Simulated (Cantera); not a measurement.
Input: 1 mol Cu2O, 0.57 mol CH4, 1.3 mol H2, 0.00092 mol CO2, held at 0.0133 bar.

These are equilibrium values from Cantera (NASA tables, ideal gas, pure condensed phases), not measurements of a reactor. Candidate condensed phases: C, C6H6, C7H8, C8H18, Cu, CuO, Cu(OH)2, Cu2O, H2O; 113 gas species. Equilibrium is a limit: real reactors are often held back by kinetics, nucleation or transport.

### Question
Which condensed phases are stable at each of these points (T (°C)): 1000, 1100, 1200, 1300, 1400, 1500, 1600, 1700?

### Answer
| T (°C) | condensed phases | Cu condensed (%) |
|---|---|---|
| 1000 | Cu(s) | 100.0 |
| 1100 | Cu(l) | 100.0 |
| 1200 | Cu(l) | 99.9 |
| 1300 | Cu(l) | 99.7 |
| 1400 | Cu(l) | 98.7 |
| 1500 | Cu(l) | 95.4 |
| 1600 | Cu(l) | 84.8 |
| 1700 | Cu(l) | 49.0 |

At 1000 °C the condensed part is Cu(s). From 1100 °C to 1700 °C the condensed part is Cu(l).
